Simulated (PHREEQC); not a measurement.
Make-up at 25 °C: 3.5 mol/kgw H2SO4, 0.28 mol/kgw K2SO4 and 0.00018 mol/kgw H4SiO4. Closed to the air; pH follows from the charge balance.

The numbers come from PHREEQC with the Pitzer model, pitzer.dat.

No solid was allowed to form.

Problem. Estimate the pH.

Solution. pH -1.31.

Problem. In which forms is S present?

Solution. HSO4- 86 %, SO4-2 14 % of the S.

Complexes and solids missing from the database can't appear. In brines, pH and single-ion activities rest on the MacInnes convention.
